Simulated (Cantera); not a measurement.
# Low-pressure radical oxidation in H2/O2

An isothermal, constant-pressure homogeneous reactor starts with H2 : O2 = 0.16 : 1 (molar parts), at 1100 K and 0.0237 atm.

Cantera simulation using the H2/O2 subset of GRI-Mech 3.0, which has no nitrogen chemistry; the numbers are that mechanism's predictions, not measurements. Radical loss at walls, strong at low pressure, is not modelled. The temperature is held fixed by assumption; the heat of reaction is taken as removed at once.

```json
[
 {"t (s)": "0.000300", "x H2": "0.138", "x O2": "0.862", "x H": "6.80e-8", "x H2O": "1.16e-7", "x O": "5.47e-8"},
 {"t (s)": "0.000854", "x H2": "0.137", "x O2": "0.862", "x H": "0.000236", "x H2O": "0.000431", "x O": "0.000191"},
 {"t (s)": "0.00243", "x H2": "0.00481", "x O2": "0.801", "x H": "0.0302", "x H2O": "0.119", "x O": "0.0395"},
 {"t (s)": "0.00693", "x H2": "0.00150", "x O2": "0.838", "x H": "0.00478", "x H2O": "0.141", "x O": "0.0122"},
 {"t (s)": "0.0197", "x H2": "0.000193", "x O2": "0.850", "x H": "0.000204", "x H2O": "0.147", "x O": "0.00155"},
 {"t (s)": "0.0562", "x H2": "2.09e-5", "x O2": "0.852", "x H": "7.69e-6", "x H2O": "0.148", "x O": "0.000175"},
 {"t (s)": "0.160", "x H2": "2.96e-6", "x O2": "0.852", "x H": "4.69e-7", "x H2O": "0.148", "x O": "2.71e-5"},
 {"t (s)": "0.456", "x H2": "5.79e-7", "x O2": "0.852", "x H": "4.57e-8", "x H2O": "0.148", "x O": "5.74e-6"},
 {"t (s)": "1.30", "x H2": "1.43e-7", "x O2": "0.852", "x H": "6.05e-9", "x H2O": "0.148", "x O": "1.49e-6"},
 {"t (s)": "3.70", "x H2": "4.09e-8", "x O2": "0.852", "x H": "9.65e-10", "x H2O": "0.148", "x O": "4.39e-7"},
 {"t (s)": "10.5", "x H2": "1.28e-8", "x O2": "0.852", "x H": "1.73e-10", "x H2O": "0.148", "x O": "1.39e-7"},
 {"t (s)": "30.0", "x H2": "4.33e-9", "x O2": "0.852", "x H": "3.45e-11", "x H2O": "0.148", "x O": "4.77e-8"}
]
```
x: mole fraction; the columns are a selection and need not sum to one.

Equilibrium at this temperature and pressure: H2 1.37e-9, O2 0.852, H 6.23e-12, H2O 0.148, O 1.50e-8 (gas phase only).
